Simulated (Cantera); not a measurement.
# Carbothermic reduction: PbO + CH4 + H2

Input: 1 mol PbO, 0.4 mol CH4, 0.54 mol H2, equilibrated at 10.5 Torr.

Method: chemical equilibrium by Gibbs-energy minimisation in Cantera with the NASA 1993 tables (ideal gas, pure condensed phases). Candidate condensed phases: C, C6H6, C7H8, C8H18, H2O, Pb, PbO, PbO2, Pb3O4; 113 gas species. Kinetics and transport are ignored.

From 2073 K to 2623 K nothing is condensed. The main Pb-bearing gas is Pb throughout.

```tsv
T (K)	x Pb	x H2	x H2O	x H	x CO	x OH	x CO2	x O
2073	0.361	0.283	0.197	0.0118	0.127	0.000936	0.0182	2.81e-5
2123	0.360	0.280	0.196	0.0160	0.127	0.00139	0.0177	5.65e-5
2173	0.359	0.277	0.195	0.0215	0.127	0.00202	0.0172	0.000110
2223	0.357	0.273	0.193	0.0283	0.127	0.00289	0.0168	0.000208
2273	0.355	0.268	0.191	0.0367	0.127	0.00406	0.0163	0.000382
2323	0.352	0.262	0.187	0.0471	0.126	0.00560	0.0159	0.000684
2373	0.349	0.255	0.183	0.0597	0.125	0.00758	0.0154	0.00119
2423	0.345	0.248	0.177	0.0746	0.125	0.0101	0.0149	0.00202
2473	0.340	0.239	0.169	0.0922	0.123	0.0131	0.0143	0.00334
2523	0.334	0.230	0.160	0.113	0.122	0.0167	0.0136	0.00536
2573	0.327	0.219	0.148	0.136	0.120	0.0207	0.0127	0.00832
2623	0.320	0.208	0.134	0.162	0.118	0.0248	0.0117	0.0125
```
x: gas mole fraction; nothing condenses.
